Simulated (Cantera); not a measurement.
**Thermodynamics of abatement and gas-phase synthesis, feed N2O + O2 + SO2**

Charge: 1 mol N2O, 3.6 mol O2, 0.63 mol SO2, at 1 atm.

These are equilibrium values from Cantera (NASA tables, ideal gas, pure condensed phases), not measurements of a reactor. Candidate condensed phases: S; 32 gas species. Ions and electrons are included (thermal ionisation). Kinetics and transport are ignored.

| T (°C) | x O | x O2 | x N2 | x SO2 | x S | x NO | x SO |
|---|---|---|---|---|---|---|---|
| 1727 | 0.000561 | 0.712 | 0.171 | 0.109 | 1.12e-9 | 0.00657 | 1.91e-5 |
| 1977 | 0.00308 | 0.707 | 0.168 | 0.109 | 5.40e-8 | 0.0120 | 0.000144 |
| 2227 | 0.0120 | 0.696 | 0.164 | 0.108 | 1.20e-6 | 0.0191 | 0.000719 |
| 2477 | 0.0362 | 0.671 | 0.157 | 0.105 | 1.52e-5 | 0.0274 | 0.00265 |
| 2727 | 0.0888 | 0.623 | 0.148 | 0.0968 | 0.000125 | 0.0357 | 0.00761 |
| 2977 | 0.183 | 0.541 | 0.136 | 0.0808 | 0.000721 | 0.0421 | 0.0173 |
| 3227 | 0.319 | 0.425 | 0.121 | 0.0568 | 0.00300 | 0.0447 | 0.0305 |
| 3477 | 0.478 | 0.293 | 0.106 | 0.0311 | 0.00903 | 0.0428 | 0.0402 |
| 3727 | 0.620 | 0.176 | 0.0945 | 0.0127 | 0.0197 | 0.0374 | 0.0389 |
| 3977 | 0.720 | 0.0954 | 0.0873 | 0.00401 | 0.0323 | 0.0310 | 0.0286 |
| 4227 | 0.778 | 0.0495 | 0.0835 | 0.00109 | 0.0426 | 0.0252 | 0.0175 |
| 4477 | 0.808 | 0.0259 | 0.0814 | 0.000289 | 0.0490 | 0.0203 | 0.00978 |
| 4727 | 0.823 | 0.0140 | 0.0793 | 7.93e-5 | 0.0525 | 0.0165 | 0.00538 |
x: gas mole fraction; nothing condenses.

From 1727 °C to 4727 °C nothing is condensed.
